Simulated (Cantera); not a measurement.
A freely propagating, adiabatic, planar premixed flame of C3H8 : O2 : N2 = 1 : 5.75 : 21.6 (molar parts), equivalence ratio 0.87, unburnt at 598 K and 2.30 bar; mixture-averaged transport, grid criteria slope 0.08 and curve 0.16, no radiation.

Model: GRI-Mech 3.0 (53 species, 325 reactions), integrated in Cantera. GRI-Mech 3.0 was tuned for natural gas; its chemistry of propane as a main component is partial and can be far from experiment. Burning velocities carry a grid error of a few per cent, more on coarse grids.

**Question.** What does this change do: inlet temperature 598 to 675 K?

**Answer.** 
```
quantity                    before     after
------------------------  --------  --------
laminar burning velocity  119 cm/s  154 cm/s
thermal thickness         0.141 mm  0.132 mm
peak x(H2O2)               4.35e-5   3.84e-5
peak x(CH3)                0.00179   0.00203
peak x(HO2)               0.000424  0.000442
```

**Question.** What does this change do: 0.4 parts H2 added?

**Answer.** 
```tsv
quantity	before	after
laminar burning velocity	119 cm/s	133 cm/s
thermal thickness	0.141 mm	0.134 mm
peak x(H2O2)	4.35e-5	4.03e-5
peak x(CH3)	0.00179	0.00196
peak x(HO2)	0.000424	0.000424
```
